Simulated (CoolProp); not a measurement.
R507A at 298.15 K and 1.99 MPa is throttled through a valve to 0.703 MPa with no heat exchange. Each further row changes one setting.

The numbers come from the reference Helmholtz-energy equation of state, Lemmon 2003 in CoolProp. It is a pseudo-pure fit of the blend.

```json
[
 {"case": "as stated", "temperature change (K)": "-21.2", "final phase": "two-phase, vapour fraction 0.192", "final density (kg/m³)": "167"},
 {"case": "outlet pressure 0.211 MPa", "temperature change (K)": "-55.2", "final phase": "two-phase, vapour fraction 0.409", "final density (kg/m³)": "27.0"},
 {"case": "outlet pressure 0.914 MPa", "temperature change (K)": "-12.3", "final phase": "two-phase, vapour fraction 0.120", "final density (kg/m³)": "303"}
]
```
